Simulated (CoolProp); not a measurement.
The numbers come from the reference Helmholtz-energy equation of state, Marx 1992 in CoolProp.

Question: Give the vapour pressure (MPa), enthalpy of vaporisation (kJ/kg), liquid cp (kJ/(kg K)), vapour Z of saturated R113 at 477.9 K.

Answer: 
| T (K) | p (MPa) | enthalpy of vaporisation (kJ/kg) | liquid cp (kJ/(kg K)) | vapour Z |
|---|---|---|---|---|
| 477.9 | 2.96 | 47.8 | 2.18 | 0.479 |
